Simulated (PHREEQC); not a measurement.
Make-up at 25 °C: 0.00086 mol/kgw HF and 5.8e-05 mol/kgw NaF. Closed to the air; pH follows from the charge balance.

Model: ion-association model, phreeqc.dat, run in PHREEQC.

No solid was allowed to form.

Q: Order these F species by the share of F that they hold, largest first: HF, F-, HF2-.

A: F- (59 %), HF (41 %), HF2- (0.17 %)

The pH is 3.33 and the ionic strength 0.000543 mol/kgw. Complexes and solids missing from the database can't appear.
